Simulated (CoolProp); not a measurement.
Methane along the isotherm -164.65 °C: Z from the reference equation and from simpler models built on Tc = -82.6 °C, pc = 4599 kPa, ω = 0.011; each cubic takes its own stable root.

Model: reference Helmholtz-energy equation of state, Setzmann 1991, in CoolProp.

```csv
p (kPa),phase,reference
72.7,gas,0.9720
117,liquid,0.004873
190,liquid,0.007912
307,liquid,0.01278
495,liquid,0.02060
800,liquid,0.03327
1290,liquid,0.05360
2090,liquid,0.08670
3380,liquid,0.1399
5450,liquid,0.2246
8810,liquid,0.3608
14200,liquid,0.5763
23000,liquid,0.9208
```

Task: How far does each simpler model (van der Waals, Redlich-Kwong) lie from the reference over these 13 states: mean and median of the absolute difference, and the worst?

Result: 
- van der Waals: mean 2479.5 %, median 45.1 %, worst +19840.5 % at -164.65 °C and 117 kPa
- Redlich-Kwong: mean 8.9 %, median 1.3 %, worst -99.7 % at -164.65 °C and 72.7 kPa

At some of these states van der Waals, Redlich-Kwong gives the other phase, because its saturation line lies elsewhere.
